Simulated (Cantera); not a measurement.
What does this Cantera script print?

```python
import numpy as np
import cantera as ct

gas = ct.Solution("gri30.yaml")
gas.TPX = 1525, 21000, {'CO': 1, 'H2': 1.1, 'CH4': 0.071, 'O2': 0.92, 'N2': 8.3}
reactor = ct.IdealGasConstPressureReactor(gas, energy="on", clone=False)
net = ct.ReactorNet([reactor])
net.rtol, net.atol = 1e-08, 1e-16
show = ['CO', 'H2', 'CH4', 'NO', 'N2O', 'HCO', 'C2H2']
times = np.geomspace(2e-06, 2, 12)

steps = ct.SolutionArray(gas, extra=["t"])
rows = []
print(f"{'t/s':>10s}{'T/K':>9s}{'P/Pa':>11s}" + "".join(f"{s:>11s}" for s in show))
for t in times:
    while net.time < t:
        t_next = net.step()
        steps.append(gas.state, t=t_next)
    rows.append([np.interp(t, steps.t, y) for y in (steps.T, steps.P, *steps(*show).X.T)])
    print(f"{t:10.3e}{rows[-1][0]:9.1f}{rows[-1][1]:11.4g}" + "".join(f"{x:11.3e}" for x in rows[-1][2:]))
rate = np.gradient(steps.T, steps.t)
print("integrator steps:", len(steps.t))
if steps.T.max() > steps.T[0] + 200:
    print(f"time of steepest temperature rise: {steps.t[rate.argmax()]:.4e} s")
gas.TPX = 1525, 21000, {'CO': 1, 'H2': 1.1, 'CH4': 0.071, 'O2': 0.92, 'N2': 8.3}
gas.equilibrate("HP")
print(f"equilibrium (HP): T = {gas.T:.1f} K  " + "  ".join(f"{s} {gas[s].X[0]:.3e}" for s in show))
```

Output:

```
       t/s      T/K       P/Pa         CO         H2        CH4         NO        N2O        HCO       C2H2
 2.000e-06   1525.0    2.1e+04  8.779e-02  9.657e-02  6.233e-03  1.864e-17  1.377e-14  1.132e-12  2.881e-20
 7.022e-06   1525.0    2.1e+04  8.779e-02  9.657e-02  6.233e-03  2.900e-16  7.894e-14  3.315e-12  6.061e-19
 2.466e-05   1525.0    2.1e+04  8.779e-02  9.657e-02  6.233e-03  7.853e-15  6.947e-13  1.868e-11  3.356e-17
 8.658e-05   1525.6    2.1e+04  8.774e-02  9.559e-02  6.036e-03  2.796e-11  7.465e-11  1.159e-07  2.078e-10
 3.040e-04   1747.0    2.1e+04  5.839e-02  2.145e-02  4.008e-16  8.445e-06  1.317e-08  7.979e-08  1.520e-21
 1.067e-03   1930.2    2.1e+04  5.705e-02  2.215e-02  1.060e-16  4.363e-05  1.378e-08  5.694e-08  2.323e-21
 3.748e-03   2181.4    2.1e+04  5.591e-02  2.006e-02  5.236e-17  1.577e-04  1.854e-08  2.973e-08  9.100e-21
 1.316e-02   2395.8    2.1e+04  5.097e-02  1.624e-02  1.142e-16  7.605e-04  4.488e-08  1.208e-08  8.712e-20
 4.620e-02   2455.6    2.1e+04  4.890e-02  1.500e-02  2.591e-16  2.176e-03  6.978e-08  8.676e-09  2.414e-19
 1.622e-01   2453.6    2.1e+04  4.906e-02  1.510e-02  2.711e-16  2.950e-03  7.446e-08  8.650e-09  2.505e-19
 5.696e-01   2453.5    2.1e+04  4.906e-02  1.511e-02  2.713e-16  2.966e-03  7.457e-08  8.651e-09  2.507e-19
 2.000e+00   2453.5    2.1e+04  4.906e-02  1.511e-02  2.713e-16  2.966e-03  7.457e-08  8.651e-09  2.507e-19
integrator steps: 1510
time of steepest temperature rise: 1.2789e-04 s
equilibrium (HP): T = 2453.5 K  CO 4.906e-02  H2 1.511e-02  CH4 3.454e-16  NO 2.966e-03  N2O 7.457e-08  HCO 8.651e-09  C2H2 2.666e-19
```

Model: GRI-Mech 3.0 (53 species, 325 reactions), integrated in Cantera.
